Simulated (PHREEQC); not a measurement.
0.39 g of hydrous ferric oxide (600 m²/g; 0.2 weak and 0.005 strong sites per Fe, Dzombak-Morel constants, diffuse double layer) in 1 kg of water with 0.3 mol/kgw of an inert sodium salt and 4.3e-06 mol NaF, at 25 °C; the pH is set by adding NaOH or the inert anion's acid. Oxygen is held at 0.21 atm. No CO2 enters from the air. Nothing may precipitate in this run.

All values are PHREEQC results (ion-association model, wateq4f.dat), not measurements.

| pH | F sorbed (%) | surface charge σ (C/m²) | surface potential ψ (mV) |
|---|---|---|---|
| 4 | 61.5 | 0.348 | 123 |
| 4.67 | 58.0 | 0.303 | 116 |
| 5.33 | 47.2 | 0.230 | 102 |
| 6 | 31.0 | 0.154 | 83 |
| 6.67 | 15.8 | 0.091 | 59 |
| 7.33 | 6.4 | 0.044 | 33 |
| 8 | 2.2 | 0.006 | 5 |
| 8.67 | 0.7 | -0.031 | -24 |
| 9.33 | 0.2 | -0.074 | -51 |
| 10 | 0.1 | -0.132 | -75 |
| 10.67 | 0.0 | -0.205 | -96 |
| 11.33 | 0.0 | -0.282 | -112 |
| 12 | 0.0 | -0.339 | -120 |
